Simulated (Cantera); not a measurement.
An isothermal, constant-pressure homogeneous reactor starts with 5.26 % C2H6, 94.7 % N2, at 1200 K and 3.60 Torr.

Computed with Cantera and GRI-Mech 3.0 (53 species, 325 reactions). GRI-Mech 3.0 stops at C3 and has no aromatics, soot or wall deposition, so with more carbon than oxygen in the feed, carbon stays in small species such as C2H2 where larger ones or solid carbon would form. Radical loss at walls, strong at low pressure, is not modelled.

x: mole fraction; the columns are a selection and need not sum to one.

```
t (s)      x C2H6     x C2H     x CH3     x CH4       x CH2
--------  -------  --------  --------  --------  ----------
2.00e-6    0.0526    <1e-12   1.44e-8    <1e-12      <1e-12
1.25e-5    0.0526    <1e-12   9.02e-8  2.51e-11      <1e-12
7.87e-5    0.0526    <1e-12   5.65e-7  9.87e-10      <1e-12
0.000493   0.0526    <1e-12   3.51e-6   3.85e-8      <1e-12
0.00309    0.0526    <1e-12   2.08e-5   1.46e-6    1.01e-10
0.0194     0.0523    <1e-12  0.000100   4.69e-5  (withheld)
0.122      0.0447  2.33e-11  0.000337   0.00130  (withheld)
0.763      0.0101  3.19e-10  0.000169    0.0101  (withheld)
4.78      9.66e-5  1.75e-10   1.28e-5    0.0130    3.40e-10
30.0      1.37e-6  3.40e-11   1.73e-6    0.0129    6.29e-12
```

What belongs in the gaps?


- 0.0194, x CH2: 6.16e-9
- 0.122, x CH2: 4.97e-8
- 0.763, x CH2: 2.67e-8
